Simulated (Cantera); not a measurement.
A perfectly stirred reactor is fed with 32.3 % NH₃, 67.7 % H₂, at 1.00 bar; it is held at 1475 K, and followed from long to short residence time.

Cantera simulation using the gas-phase N/H chemistry of the illustrative SiF4/NH3 mechanism in the Surface Chemkin manual (1991); the numbers are that mechanism's predictions, not measurements. Walls and surfaces, which speed up NH3 decomposition in real reactors, are not modelled.

**Question.** Predict: x(NH₃) at τ = 15.0 s; x(H₂) at τ = 15.0 s; x(NH₂) at τ = 15.0 s; x(H) at τ = 15.0 s; x(NH₃) at τ = 47.0 ms; x(H₂) at τ = 47.0 ms; x(NH₂) at τ = 47.0 ms; x(H) at τ = 47.0 ms.

**Answer.** 
```json
{
 "x(NH₃) at τ = 15.0 s": "0.306",
 "x(H₂) at τ = 15.0 s": "0.688",
 "x(NH₂) at τ = 15.0 s": "9.31e-6",
 "x(H) at τ = 15.0 s": "9.70e-6",
 "x(NH₃) at τ = 47.0 ms": "0.323",
 "x(H₂) at τ = 47.0 ms": "0.677",
 "x(NH₂) at τ = 47.0 ms": "9.17e-6",
 "x(H) at τ = 47.0 ms": "8.92e-6"
}
```
